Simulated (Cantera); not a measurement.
Input (Python, Cantera) and output of one run.

```python
import numpy as np
import cantera as ct

gas_names = """
    Br Br2 N N2 Si SiBr SiBr2 SiBr3 SiBr4 SiN Si2 Si2N Si3
""".split()
cond_names = """
    Br2(cr) Br2(L) Si(cr) Si(L) Si3N4(a)
""".split()


def load(file, names, dense=False):
    # The tables refer to 1 bar. Condensed volumes are neglected.
    table = {s.name: s for s in ct.Species.list_from_file(file)}
    out = []
    for n in names:
        d = dict(table[n].input_data)
        d["thermo"] = dict(d["thermo"], **{"reference-pressure": 1e5})
        if dense:
            d["equation-of-state"] = {"model": "constant-volume", "density": "1e6 g/cm^3"}
        out.append(ct.Species.from_dict(d))
    return out


gas = ct.Solution(thermo="ideal-gas", species=load("nasa_gas.yaml", gas_names))
cond = {s.name: ct.Solution(thermo="fixed-stoichiometry", species=[s], name=s.name)
        for s in load("nasa_condensed.yaml", cond_names, dense=True)}
atoms = {
    'Si': {'Si': 1},
    'Br2': {'Br': 2},
    'N2': {'N': 2},
}
top_T = {'Si3N4(a)': 2400}  # K; cautious upper limits of use, not melting points


def equilibrate(T, P, feed):
    n = {}
    for name, mol in feed.items():
        for a, k in atoms[name].items():
            n[a] = n.get(a, 0.0) + k * mol
    gas.TPX = T, P, n
    mass = sum(n.values()) * gas.mean_molecular_weight
    gas.equilibrate("TP")
    valid = [c for c in cond.values() if c.min_temp <= T <= top_T.get(c.name, c.max_temp)]
    mix = ct.Mixture([(gas, mass / gas.mean_molecular_weight)] + [(c, 0.0) for c in valid])
    mix.T, mix.P = T, P
    mix.equilibrate("TP", solver="vcs", rtol=1e-11, max_steps=5000)
    return mix


results = []
feed = {'Si': 1, 'Br2': 1.6, 'N2': 14}  # mol
T = 1323.15  # K
P = 660  # Pa
mix = equilibrate(T, P, feed)
results.append((T, P, feed, dict(zip(mix.species_names, mix.species_moles))))
x = sorted(zip(gas.X, gas.species_names), reverse=True)
print(f"T = {T:g} K  P = {P:g} Pa  gas = {mix.phase_moles(0):.4g} mol")
print("   x: " + "  ".join(f"{s} {v:.3e}" for v, s in x if v > 0.0001))
print("   condensed (mol): " + ("  ".join(f"{mix.phase(i).name} {mix.phase_moles(i):.4g}"
      for i in range(1, mix.n_phases) if mix.phase_moles(i) > 1e-12) or "none"))
```

Output:

```
T = 1323.15 K  P = 660 Pa  gas = 14.98 mol
   x: N2 9.309e-01  SiBr4 3.928e-02  SiBr2 1.792e-02  Br 7.542e-03  SiBr3 4.331e-03
   condensed (mol): Si3N4(a) 0.02601
```

Cantera equilibrium calculation (NASA polynomials, part measured and part estimated; ideal gas, pure solids and liquids). N2 is the only nitrogen source here; it is nearly inert below about 1500 K, so the nitride shown seldom forms there in practice. The tables' values for SiBr3 are old estimates; treat these amounts as uncertain.
